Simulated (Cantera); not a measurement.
# Equilibrium for calcination and drying: MgSO4 + CO2

Feed: 1 mol MgSO4, 1.8 mol CO2, held at 13300 Pa.

These are equilibrium values from Cantera (NASA tables, ideal gas, pure condensed phases), not measurements of a reactor. Candidate condensed phases: C, Mg, MgCO3, MgO, MgS, MgSO4, S; 26 gas species. Mutual solubility and eutectic melting of coexisting phases are not modelled. Kinetics and transport are ignored.

```
T (K)  log p CO2  log p SO2  log p O2  log p SO3  log p CO  log p O  n MgO(s)  n MgSO4(s)
-----  ---------  ---------  --------  ---------  --------  -------  --------  ----------
975        -0.88      -3.93     -4.24      -5.66     -9.35   -12.26   0.00160       0.998
1000       -0.88      -3.60     -3.90      -5.29     -9.14   -11.75   0.00348       0.997
1025       -0.88      -3.28     -3.58      -4.94     -8.94   -11.27   0.00727       0.993
1050       -0.88      -2.98     -3.28      -4.60     -8.75   -10.81    0.0147       0.985
1075       -0.89      -2.69     -2.99      -4.28     -8.58   -10.38    0.0289       0.971
1100       -0.89      -2.42     -2.72      -3.98     -8.41    -9.96    0.0556       0.944
1125       -0.91      -2.15     -2.46      -3.69     -8.26    -9.56     0.106       0.894
1150       -0.94      -1.91     -2.21      -3.41     -8.13    -9.18     0.202       0.798
1175       -1.00      -1.67     -1.97      -3.15     -8.03    -8.82     0.399       0.601
1200       -1.11      -1.44     -1.74      -2.90     -8.00    -8.47     0.876       0.124
1225       -1.14      -1.40     -1.71      -2.93     -7.79    -8.23      1.00           0
1250       -1.14      -1.40     -1.70      -3.01     -7.55    -8.01      1.00           0
```
log p: log10 of the partial pressure in bar; n: condensed amount in mol.

From 975 K to 1200 K the condensed part is MgO(s) + MgSO4(s). From 1225 K to 1250 K the condensed part is MgO(s).
